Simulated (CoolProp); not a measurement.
Properties of carbonyl sulfide along the isotherm 406.9 K.

Model: reference Helmholtz-energy equation of state, Lemmon 2006, in CoolProp. It is a short technical equation, of lower accuracy than the large ones.

```tsv
p (MPa)	phase	density (kg/m³)	cp (kJ/(kg K))	expansivity (1/kK)	fugacity coefficient
3.33	gas	70.07	0.9458	4.174	0.8629
6.67	supercritical	187.4	1.591	10.40	0.7287
10	supercritical	488.9	3.528	24.86	0.5944
13.3	supercritical	647.4	2.034	9.081	0.4943
16.7	supercritical	713.2	1.681	5.848	0.4301
20	supercritical	754.3	1.532	4.552	0.3889
23.3	supercritical	785.2	1.445	3.816	0.3602
26.7	supercritical	810.9	1.386	3.319	0.3390
30	supercritical	831.9	1.344	2.975	0.3241
33.3	supercritical	850.2	1.312	2.714	0.3130
36.7	supercritical	866.8	1.286	2.502	0.3047
40	supercritical	881.3	1.265	2.335	0.2989
43.3	supercritical	894.6	1.248	2.196	0.2950
46.7	supercritical	907.1	1.233	2.074	0.2925
50	supercritical	918.3	1.220	1.972	0.2913
```

The peak of cp marks the crossing from liquid-like to gas-like fluid above the critical point.
